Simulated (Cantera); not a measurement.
What does this Cantera script print?

```python
import numpy as np
import cantera as ct

gas_names = """
    O S2 SO2 O2 O3
""".split()
cond_names = """

""".split()


# ... load() reads the species with a 1 bar reference pressure and builds the phases ...
species = {s.name: s for s in load("nasa_gas.yaml", gas_names) + load("nasa_condensed.yaml", cond_names)}
# Each term lists the table entries of one substance; the one whose range holds T is used.
reactions = {
    '4 O(g) + S2(g) = 2 SO2(g)':
        [(-4, ['O']), (-1, ['S2']), (2, ['SO2'])],
    '2 SO2(g) = 2 O2(g) + S2(g)':
        [(-2, ['SO2']), (2, ['O2']), (1, ['S2'])],
    'O3(g) = 3 O(g)':
        [(-1, ['O3']), (3, ['O'])],
}


def pick(names, T):
    return next(species[n] for n in names if species[n].thermo.min_temp <= T <= species[n].thermo.max_temp)


results = []
for label, terms in reactions.items():
    print(label)
    print("     T/K   dH/kJ  dS/(J/K)   dG/kJ   log10 K")
    for T in [1198, 1273, 1348, 1423, 1498, 1573]:
        used = [(nu, pick(names, T)) for nu, names in terms]
        dH = sum(nu * s.thermo.h(T) for nu, s in used) / 1e6
        dS = sum(nu * s.thermo.s(T) for nu, s in used) / 1e3
        dG = dH - T * dS / 1e3
        logK = -dG * 1e6 / (ct.gas_constant * T * np.log(10))
        results.append((label, T, dH, dS, dG, logK, [s.name for _, s in used]))
        print(f"{T:8g} {dH:8.1f} {dS:8.1f} {dG:8.1f} {logK:8.2f}")
```

Result:

```
4 O(g) + S2(g) = 2 SO2(g)
     T/K   dH/kJ  dS/(J/K)   dG/kJ   log10 K
    1198  -1736.5   -408.4  -1247.2    54.38
    1273  -1737.2   -409.1  -1216.5    49.92
    1348  -1738.0   -409.6  -1185.8    45.95
    1423  -1738.6   -410.1  -1155.1    42.40
    1498  -1739.3   -410.5  -1124.3    39.20
    1573  -1739.9   -410.9  -1093.5    36.31
2 SO2(g) = 2 O2(g) + S2(g)
     T/K   dH/kJ  dS/(J/K)   dG/kJ   log10 K
    1198    723.2    146.1    548.2   -23.90
    1273    723.0    146.0    537.2   -22.04
    1348    722.8    145.8    526.3   -20.39
    1423    722.7    145.7    515.3   -18.92
    1498    722.5    145.6    504.4   -17.59
    1573    722.4    145.5    493.5   -16.39
O3(g) = 3 O(g)
     T/K   dH/kJ  dS/(J/K)   dG/kJ   log10 K
    1198    616.5    264.0    300.2   -13.09
    1273    617.0    264.4    280.4   -11.51
    1348    617.5    264.8    260.6   -10.10
    1423    617.9    265.1    240.7    -8.84
    1498    618.2    265.3    220.8    -7.70
    1573    618.4    265.4    200.9    -6.67
```

Cantera with NASA thermochemical tables; ideal gases at 1 bar, condensed phases pure. Condensed species are held in their standard states even where they would react or evaporate.
